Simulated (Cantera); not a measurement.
Input (Python, Cantera):

```python
import numpy as np
import cantera as ct

gas = ct.Solution("gri30.yaml")
gas.TPX = 1500, 42000, {'C3H8': 1, 'H2': 17}
reactor = ct.IdealGasConstPressureReactor(gas, energy="off", clone=False)
net = ct.ReactorNet([reactor])
net.rtol, net.atol = 1e-08, 1e-18
show = ['C3H8', 'H2', 'CH2', 'C2H', 'C2H4']
times = np.geomspace(5e-05, 100, 11)

steps = ct.SolutionArray(gas, extra=["t"])
rows = []
print(f"{'t/s':>10s}{'T/K':>9s}{'P/Pa':>11s}" + "".join(f"{s:>11s}" for s in show))
for t in times:
    while net.time < t:
        t_next = net.step()
        steps.append(gas.state, t=t_next)
    rows.append([np.interp(t, steps.t, y) for y in (steps.T, steps.P, *steps(*show).X.T)])
    print(f"{t:10.3e}{rows[-1][0]:9.1f}{rows[-1][1]:11.4g}" + "".join(f"{x:11.3e}" for x in rows[-1][2:]))
rate = np.gradient(steps.T, steps.t)
print("integrator steps:", len(steps.t))
if steps.T.max() > steps.T[0] + 200:
    print(f"time of steepest temperature rise: {steps.t[rate.argmax()]:.4e} s")
gas.TPX = 1500, 42000, {'C3H8': 1, 'H2': 17}
gas.equilibrate("TP")
print(f"equilibrium (TP): T = {gas.T:.1f} K  " + "  ".join(f"{s} {gas[s].X[0]:.3e}" for s in show))
```

Result:

```
       t/s      T/K       P/Pa       C3H8         H2        CH2        C2H       C2H4
 5.000e-05   1500.0    4.2e+04  1.596e-02  9.087e-01  8.730e-07  1.195e-09  3.486e-02
 2.133e-04   1500.0    4.2e+04  3.301e-04  8.946e-01  6.027e-08  3.355e-09  4.372e-02
 9.103e-04   1500.0    4.2e+04  2.118e-06  8.948e-01  4.286e-09  1.586e-09  3.820e-02
 3.884e-03   1500.0    4.2e+04  7.713e-08  8.955e-01  1.643e-09  1.613e-09  2.937e-02
 1.657e-02   1500.0    4.2e+04  2.813e-08  8.967e-01  1.119e-09  2.337e-09  1.331e-02
 7.071e-02   1500.0    4.2e+04  8.746e-09  8.973e-01  8.195e-10  2.470e-09  4.839e-03
 3.017e-01   1500.0    4.2e+04  8.391e-09  8.969e-01  8.165e-10  2.448e-09  4.615e-03
 1.287e+00   1500.0    4.2e+04  8.490e-09  8.957e-01  8.303e-10  2.374e-09  4.525e-03
 5.493e+00   1500.0    4.2e+04  8.629e-09  8.937e-01  8.515e-10  2.265e-09  4.385e-03
 2.344e+01   1500.0    4.2e+04  8.653e-09  8.934e-01  8.553e-10  2.245e-09  4.360e-03
 1.000e+02   1500.0    4.2e+04  8.653e-09  8.934e-01  8.553e-10  2.245e-09  4.360e-03
integrator steps: 1111
equilibrium (TP): T = 1500.0 K  C3H8 8.653e-09  H2 8.934e-01  CH2 8.553e-10  C2H 2.245e-09  C2H4 4.360e-03
```

Computed with Cantera and GRI-Mech 3.0 (53 species, 325 reactions). GRI-Mech 3.0 was tuned for natural gas; its chemistry of propane as a main component is partial and can be far from experiment. GRI-Mech 3.0 stops at C3 and has no aromatics, soot or wall deposition, so with more carbon than oxygen in the feed, carbon stays in small species such as C2H2 where larger ones or solid carbon would form.
